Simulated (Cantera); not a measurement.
Feed: 1 mol SiH4, a varied amount of O2, 57 mol N2, held at 1123.15 K and 71.3 Torr.

Method: chemical equilibrium by Gibbs-energy minimisation in Cantera with the NASA 1993 tables (ideal gas, pure condensed phases). Candidate condensed phases: H2O, Si, SiO2, Si2N2O, Si3N4; 35 gas species. N2 is the only nitrogen source here; it is nearly inert below about 1500 K, so the nitride shown seldom forms there in practice. Mutual solubility and eutectic melting of coexisting phases are not modelled. Equilibrium is a limit: real reactors are often held back by kinetics, nucleation or transport.

Task: Which condensed phases are stable at each of these points (n(O2) (mol)): 0.2, 0.31, 0.47, 0.72, 1.1, 1.7, 2.6, 4, 6.1?

Result: 
```
n(O2) (mol)            condensed phases  Si condensed (%)
-----------  --------------------------  ----------------
0.2                Si2N2O(s) + Si3N4(s)             100.0
0.31         SiO2(β-quartz) + Si2N2O(s)             100.0
0.47         SiO2(β-quartz) + Si2N2O(s)             100.0
0.72         SiO2(β-quartz) + Si2N2O(s)             100.0
1.1                      SiO2(β-quartz)             100.0
1.7                      SiO2(β-quartz)             100.0
2.6                      SiO2(β-quartz)             100.0
4                        SiO2(β-quartz)             100.0
6.1                      SiO2(β-quartz)             100.0
```

At 0.2 mol O2 the condensed part is Si2N2O(s) + Si3N4(s). From 0.31 mol O2 to 0.72 mol O2 the condensed part is SiO2(β-quartz) + Si2N2O(s). From 1.1 mol O2 to 6.1 mol O2 the condensed part is SiO2(β-quartz).
